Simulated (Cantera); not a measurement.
An isothermal, constant-pressure homogeneous reactor starts with CH4 : N2 = 1 : 180 (molar parts), at 1925 K and 13300 Pa. Integrator tolerance rtol = 1e-08.

Detailed kinetics in Cantera: GRI-Mech 3.0 (53 species, 325 reactions). GRI-Mech 3.0 stops at C3 and has no aromatics, soot or wall deposition, so with more carbon than oxygen in the feed, carbon stays in small species such as C2H2 where larger ones or solid carbon would form.

| quantity | before | after |
|---|---|---|
| x(CH4) at 8.00 s | 1.66e-8 (gas-phase equilibrium 1.93e-8) | 0.000111 (gas-phase equilibrium 5.90e-11) |
| x(CH3) at 8.00 s | 9.66e-9 (gas-phase equilibrium 1.13e-8) | 4.50e-5 (gas-phase equilibrium 5.88e-10) |
| x(H) at 8.00 s | 0.000238 (gas-phase equilibrium 0.000238) | 0.000166 (gas-phase equilibrium 0.00331) |
| x(HCN) at 8.00 s | 0.000122 (gas-phase equilibrium 0.00536) | 7.22e-5 (gas-phase equilibrium 0.00531) |
| x(C2H6) at 8.00 s | <1e-12 (gas-phase equilibrium <1e-12) | 8.42e-11 (gas-phase equilibrium <1e-12) |
| x(H2) at 8.00 s | 0.00812 (gas-phase equilibrium 0.00812) | 0.00794 (gas-phase equilibrium 0.00660) |

Task: Name the change that produced these shifts.
(A) pressure from 13300 Pa to 56.0 Pa
(B) N2 180 to 650 parts
(C) pressure from 13300 Pa to 57000 Pa
(D) pressure from 13300 Pa to 100000 Pa

Result: A, pressure from 13300 Pa to 56.0 Pa
